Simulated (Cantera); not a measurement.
Input: 1 mol Al(CH3)3, 1.6 mol N2O, 1.5 mol N2, at 1723 K and 13300 Pa.

Method: chemical equilibrium by Gibbs-energy minimisation in Cantera with the NASA 1993 tables (ideal gas, pure condensed phases). Candidate condensed phases: Al, AlN, Al2O3, C, C6H6, C7H8, C8H18, H2O; 148 gas species. The feed counts by its element totals alone. Kinetics and transport are ignored.

Q: What is the equilibrium state?

A: 
| Item | Value |
|---|---|
| x(H2) | 0.516 |
| x(N2) | 0.298 |
| x(CO) | 0.184 |
| x(HCN) | 0.00163 |
| x(H) | 0.000359 |
| x(HNC) | 5.15e-5 |
| x(C2H2 (acetylene)) | 4.67e-5 |
| x(CH4) | 3.57e-5 |
| x(H2O) | 5.38e-6 |
| n(AlN(s)) | 1.000 mol |
| n(C(graphite)) | 1.38 mol |
| gas amount | 8.701 mol |
| log10 activity of Al(l) (absent) | -3.15 |
